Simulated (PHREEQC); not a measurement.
# Acid rinse or clean: an equilibrium model

A solution holds 0.0011 mol HBr and 0.077 mol FeCl3 per kg of water, at 25 °C. Closed to the air; pH follows from the charge balance.

Model: ion-association model, wateq4f.dat, run in PHREEQC.

Each row changes one thing in this solution. Precipitation was switched off in this run.

```tsv
case	pH	ionic strength (mol/kgw)	Cl- (mol/kgw)
as made	1.88	0.321	0.184
diluted 100-fold with water	?	0.00313	0.00231
temperature from 25 to 40 °C	?	?	0.184
FeCl3 replaced by MgCl2 at the same molality	3.06	0.232	0.154
HBr from 0.0011 to 0.00011 mol/kgw	1.89	0.320	0.184
diluted 10-fold with water	2.41	0.0385	?
```

### Question
Some entries are withheld; supply them.

### Answer

- diluted 100-fold with water, pH: 3.09
- temperature from 25 to 40 °C, pH: 1.80
- temperature from 25 to 40 °C, ionic strength (mol/kgw): 0.314
- diluted 10-fold with water, Cl- (mol/kgw): 0.0222

Species that the database lacks are ignored. Some of these states are supersaturated (in Hematite (slow to form), Goethite (slow to form), Fe(OH)3(a), for instance). At this temperature some constants are extrapolated from 25 °C, and those without enthalpy data are left unchanged.
